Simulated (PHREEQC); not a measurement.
PHREEQC input (ion-association model, wateq4f.dat):

```
SOLUTION_MASTER_SPECIES
  An  An-  0  An  62.0  # stands for a non-complexing anion
SOLUTION_SPECIES
  An- = An-
    -log_k 0
    -gamma 3.0 0
PHASES
  Fix_H+
    H+ = H+
    -log_k 0
SOLUTION 1
  temp 25
  units mmol/kgw
  pH 7 charge
  F 0.00013
  Na 5.00013
  Cl 0.022
  Ba 0.011
  An 5
END
SELECTED_OUTPUT 1
  -reset false
  -pH true
  -pe true
  -ionic_strength true
  -water true
  -totals Ba Cl F Na
  -molalities Hfo_wOH Hfo_wOH2+ Hfo_wO- Hfo_sOH Hfo_sOH2+ Hfo_sO- Hfo_wF Hfo_wOHF- Hfo_sOHBa+2 Hfo_wOBa+
  -saturation_indices BaF2 Halite
USER_PUNCH 1
  -headings sigma psi
  10 PUNCH EDL("sigma", "Hfo"), EDL("psi", "Hfo")
PRINT
  -reset false
USE solution 1
SURFACE 1
  Hfo_wOH 4.26966e-05 600 0.019
  Hfo_sOH 1.06742e-06
EQUILIBRIUM_PHASES 1
  Fix_H+ -3 HAn 10
    -force_equality true
  O2(g) -0.68 10
END
# ... the last block is repeated for the other 12 points of pH, with NaOH or the acid as the point needs
```

Selected output (columns that matter, 13 of 13 rows; pH added in front):

```
pH	mu	Ba	F	Na	m_Hfo_wOH	m_Hfo_wOH2+	m_Hfo_wO-	m_Hfo_sOH	m_Hfo_sOH2+	m_Hfo_sO-	si_BaF2	si_Halite	sigma	psi
3	0.0061285	1.1e-05	4.3199e-08	0.0050001	7.7236e-06	3.4847e-05	3.9217e-08	1.9349e-07	8.7295e-07	9.8244e-10	-14.895	-8.6129	0.30182	0.21507
3.5	0.0053869	1.1e-05	3.5937e-08	0.0050001	1.4363e-05	2.8071e-05	1.6835e-07	3.5987e-07	7.0334e-07	4.2181e-09	-14.607	-8.6088	0.24175	0.20699
4	0.0051511	1.1e-05	4.209e-08	0.0050001	2.0656e-05	2.1498e-05	4.5469e-07	5.1747e-07	5.3855e-07	1.1391e-08	-14.264	-8.6074	0.18213	0.1936
4.5	0.0050748	1.1e-05	5.7879e-08	0.0050001	2.5619e-05	1.607e-05	9.3559e-07	6.4155e-07	4.0244e-07	2.3429e-08	-13.91	-8.6069	0.13088	0.17703
5	0.0050492	1.1e-05	7.9905e-08	0.0050001	2.901e-05	1.2034e-05	1.6021e-06	7.2611e-07	3.0121e-07	4.0099e-08	-13.604	-8.6068	0.090176	0.15807
5.5	0.00504	1.1e-05	1.0159e-07	0.0050001	3.1023e-05	9.2658e-06	2.3795e-06	7.7606e-07	2.3179e-07	5.9525e-08	-13.387	-8.6067	0.059545	0.13693
6	0.0050364	1.1e-05	1.1679e-07	0.0050001	3.2053e-05	7.4863e-06	3.144e-06	8.0138e-07	1.8717e-07	7.8604e-08	-13.264	-8.6067	0.037581	0.11367
6.5	0.0050348	1.0998e-05	1.2473e-07	0.0050001	3.2512e-05	6.391e-06	3.7889e-06	8.1141e-07	1.595e-07	9.4561e-08	-13.206	-8.6067	0.022568	0.088525
7	0.0050339	1.0985e-05	1.2809e-07	0.0050001	3.2695e-05	5.7155e-06	4.2845e-06	8.0575e-07	1.4086e-07	1.0559e-07	-13.183	-8.6067	0.012654	0.061962
7.5	0.0050332	1.0887e-05	1.2933e-07	0.0050001	3.2766e-05	5.2062e-06	4.7241e-06	7.3223e-07	1.1635e-07	1.0557e-07	-13.178	-8.6067	0.0060855	0.034837
8	0.0050336	1.0499e-05	1.2976e-07	0.005002	3.2748e-05	4.5622e-06	5.3851e-06	4.3558e-07	6.0681e-08	7.1627e-08	-13.191	-8.6065	0.0014058	0.0086375
8.5	0.0050358	1.0068e-05	1.2991e-07	0.0050057	3.2584e-05	3.9578e-06	6.1454e-06	1.1039e-07	1.3409e-08	2.082e-08	-13.209	-8.6062	-0.0028767	-0.017419
9	0.0050433	9.8684e-06	1.2997e-07	0.0050142	3.2333e-05	3.569e-06	6.7102e-06	1.5476e-08	1.7083e-09	3.2118e-09	-13.217	-8.6055	-0.0081609	-0.044539
```

Complexes and solids missing from the database can't appear. The oxide is taken as insoluble; below pH 4 it would dissolve.
